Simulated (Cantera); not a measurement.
A closed system holds: 1 mol Pb, 0.12 mol H₂O, 26 mol N₂, equilibrated at 1.80 Torr.

These are equilibrium values from Cantera (NASA tables, ideal gas, pure condensed phases), not measurements of a reactor. Candidate condensed phases: H₂O, Pb, PbO, PbO₂, Pb₃O₄; 27 gas species. Kinetics and transport are ignored.

x: gas mole fraction; n: condensed amount in mol.

```csv
T (K),x N₂,x Pb,x H₂O,x H₂,x H,n Pb(l)
750,0.995,3.95e-6,0.00459,2.23e-7,<1e-12,1.000
900,0.995,0.000570,0.00459,1.19e-6,[?],0.985
1050,0.976,0.0194,0.00448,2.20e-5,[?],0.483
1200,0.959,0.0368,0.00435,7.19e-5,[?],0
1350,0.959,0.0367,0.00428,0.000141,[?],0
1500,0.959,0.0366,0.00418,0.000243,[?],0
1650,0.959,0.0365,0.00402,0.000381,[?],0
1800,0.958,0.0364,0.00371,0.000589,[?],0
1950,0.958,0.0364,0.00305,0.000910,[?],0
```

**Question.** Fill in the missing entries.

**Answer.** 
- 900, x H: 2.61e-12
- 1050, x H: 7.77e-10
- 1200, x H: 3.42e-8
- 1350, x H: 5.79e-7
- 1500, x H: 5.60e-6
- 1650, x H: 3.62e-5
- 1800, x H: 0.000177
- 1950, x H: 0.000706
